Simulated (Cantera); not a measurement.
Feed: 1 mol Si₃N₄, 0.065 mol Si, 0.51 mol H₂, 0.2 mol C, equilibrated at 75.0 Torr.

Cantera equilibrium calculation (NASA polynomials, part measured and part estimated; ideal gas, pure solids and liquids). Candidate condensed phases: C, C₆H₆, C₇H₈, C₈H₁₈, Si, SiC, Si₃N₄; 105 gas species. Mutual solubility and eutectic melting of coexisting phases are not modelled. The tables' values for SiN are old estimates; treat these amounts as uncertain. Gases not in the tables: Si₂H₆ and higher silanes. Kinetics and transport are ignored. All values below are at 2350 K.

Base state: N₂ 0.774, H₂ 0.187, H 0.0171, Si 0.0144, HCN 0.00298, Si₂C 0.00136, SiH 0.000662, SiN 0.000513 (mole fractions); condensed: Si(l) + SiC(s).

What changes in the equilibrium state with this change: pressure from 75.0 Torr to 1.00 Torr?


| species | before | after |
|---|---|---|
| Si | 0.0144 | 0.477 |
| N₂ | 0.774 | 0.355 |
| H | 0.0171 | 0.0771 |
| H₂ | 0.187 | 0.0510 |
| Si₂C | 0.00136 | 0.0265 |
| SiC₂ | 6.36e-5 | 0.00374 |
| SiC | 4.81e-7 | 2.12e-5 |
| Si(l), mol | 2.83 | 0 |
| SiC(s), mol | 0.188 | 0 |
